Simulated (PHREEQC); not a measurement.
Dissolve 0.001 mol/kgw H2SO4, 0.0021 mol/kgw NiCl2 and 7.1e-05 mol/kgw KCl at 25 °C. Closed to the air; pH follows from the charge balance.

Model: ion-association model, wateq4f.dat, run in PHREEQC.

This is a speciation only: nothing precipitates in the calculation.

Estimate the pH, ionic strength.

pH 2.76; ionic strength 0.00860 mol/kgw.

In which forms is Ni present?

Ni+2 93 %, NiSO4 6.4 %, NiCl+ 0.7 % of the Ni.
